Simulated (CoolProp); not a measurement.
A simple Rankine cycle with o-xylene: condensing at 322.15 K, boiler at 0.0484 MPa, turbine inlet 431.6 K, turbine efficiency 0.6, pump efficiency 0.6, no recuperator. Each further row changes one setting.

Computed with CoolProp (reference Helmholtz-energy equation of state, Zhou 2012).

```
case                             thermal efficiency (%)  net work (kJ/kg)  heat in (kJ/kg)  turbine exit temperature (K)  volume ratio over the turbine
-------------------------------  ----------------------  ----------------  ---------------  ----------------------------  -----------------------------
as stated                                           9.1              50.9              562                         399.7                           14.0
turbine inlet 451.6 K                               9.0              53.4              597                         419.7                           14.0
condensing temperature 314.15 K                    10.1              57.9              576                         395.3                           20.8
boiler pressure 0.0339 MPa                          7.9              44.7              562                         404.0                           9.88
turbine efficiency 0.5                              7.5              42.4              562                         404.9                           14.2
```
